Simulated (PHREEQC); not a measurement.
Dissolve 0.053 mol HCl and 0.095 mol FeSO4 per kg of water at 25 °C. Closed to the air; pH follows from the charge balance.

Model: ion-association model, wateq4f.dat, run in PHREEQC.

| quantity | before | after |
|---|---|---|
| pH | 1.73 | 5.84 |
| ionic strength (mol/kgw) | 0.242 | 0.270 |
| SO4-2 (mol/kgw) | 0.0357 | 0.0533 |
| FeSO4 (mol/kgw) | 0.0297 | 0.0386 |
| HSO4- (mol/kgw) | 0.0244 | 2.74e-6 |
| FeHSO4+ (mol/kgw) | 0.00517 | 5.24e-7 |
| SI of Melanterite (FeSO4:7H2O) | -1.56 | -1.44 |

Task: Name the change that produced these shifts.
A. HCl from 0.053 to 0.0053 mol/kgw
B. HCl replaced by LiCl at the same molality
C. HCl from 0.053 to 0.0583 mol/kgw
D. 0.035 mol/kgw CsOH added
E. HCl left out

Result: B, HCl replaced by LiCl at the same molality

No solid was allowed to form.
